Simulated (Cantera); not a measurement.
Source: NASA polynomial tables (part measured, part estimated), evaluated in Cantera. Values are per mole of reaction as written; species without (g) are pure solids or liquids, kept so even where they would boil at 1 bar.

2 B + O2(g) → B2O2(g), with ΔH° = -456.0 kJ and ΔS° = 25.8 J/K at 300 K.

Question: How far is the shortcut ΔG° ≈ ΔH°(300 K) − T·ΔS°(300 K) from the full temperature-dependent value at 1348, 1398, 1448, 1498, 1548, 1598, 1648 K?

Answer: 
```json
[
 {"T (K)": "1348", "shortcut (kJ)": "-490.9", "full (kJ)": "-489.4", "difference (kJ)": "-1.4", "difference in log10 K": "0.06"},
 {"T (K)": "1398", "shortcut (kJ)": "-492.2", "full (kJ)": "-490.5", "difference (kJ)": "-1.7", "difference in log10 K": "0.06"},
 {"T (K)": "1448", "shortcut (kJ)": "-493.4", "full (kJ)": "-491.5", "difference (kJ)": "-1.9", "difference in log10 K": "0.07"},
 {"T (K)": "1498", "shortcut (kJ)": "-494.7", "full (kJ)": "-492.5", "difference (kJ)": "-2.2", "difference in log10 K": "0.08"},
 {"T (K)": "1548", "shortcut (kJ)": "-496.0", "full (kJ)": "-493.5", "difference (kJ)": "-2.5", "difference in log10 K": "0.08"},
 {"T (K)": "1598", "shortcut (kJ)": "-497.3", "full (kJ)": "-494.5", "difference (kJ)": "-2.8", "difference in log10 K": "0.09"},
 {"T (K)": "1648", "shortcut (kJ)": "-498.6", "full (kJ)": "-495.5", "difference (kJ)": "-3.2", "difference in log10 K": "0.10"}
]
```
The shortcut ignores the heat-capacity change of the reaction.
